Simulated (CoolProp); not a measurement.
Sulfur dioxide along the isotherm 322.4 K: fugacity coefficient from the reference equation and from simpler models built on Tc = 430.6 K, pc = 7887 kPa, ω = 0.256; each cubic takes its own stable root.

The numbers come from the reference Helmholtz-energy equation of state, Gao 2016 in CoolProp.

```tsv
p (kPa)	phase	reference	van der Waals	Redlich-Kwong	Peng-Robinson
111	gas	0.9864	0.9918	0.9892	0.9876
187	gas	0.9771	0.9861	0.9819	0.9791
315	gas	0.9614	0.9766	0.9695	…
532	gas	0.9348	0.9605	…	0.9407
898	liquid	0.8260	0.9334	…	0.8307
1520	liquid	0.4936	…	0.6962	0.4963
2560	liquid	0.2987	0.7284	0.4228	0.3003
4310	liquid	…	0.4565	0.2607	…
7280	liquid	0.1145	0.2957	0.1644	0.1150
12300	liquid	0.07423	0.2031	0.1081	0.07446
20700	liquid	0.05126	0.1536	0.07630	…
35000	liquid	0.03898	0.1352	0.06003	0.03884
```

### Question
What belongs in the gaps?

### Answer

- 315, Peng-Robinson: 0.9648
- 532, Redlich-Kwong: 0.9486
- 898, Redlich-Kwong: 0.9134
- 1520, van der Waals: 0.8871
- 4310, reference: 0.1832
- 4310, Peng-Robinson: 0.1841
- 20700, Peng-Robinson: 0.05130

At some of these states van der Waals, Redlich-Kwong gives the other phase, because its saturation line lies elsewhere.
